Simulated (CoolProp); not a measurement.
Vapour-liquid equilibrium of propane (1) + R134a (2) at 8.26 bar; x and y are mole fractions of (1).

The numbers come from the multi-fluid Helmholtz-energy mixture model, Lemmon 2009 and Tillner-Roth 1994; pair parameters Bell 2016 in CoolProp.

**Question.** Give the bubble temperature and the first vapour's composition at x = 0.15, 0.65, 0.75. Is there an azeotrope?

**Answer.** x = 0.15: 292.0 K, y = 0.375; x = 0.65: 284.6 K, y = 0.640; x = 0.75: 285.0 K, y = 0.687. y crosses x between x = 0.55 and 0.65: the model has an azeotrope there.

The pair parameters rest on a limited set of measurements; away from them the model extrapolates. With so large a gap from Raoult's law the liquid may split in two, which this calculation doesn't test in full.
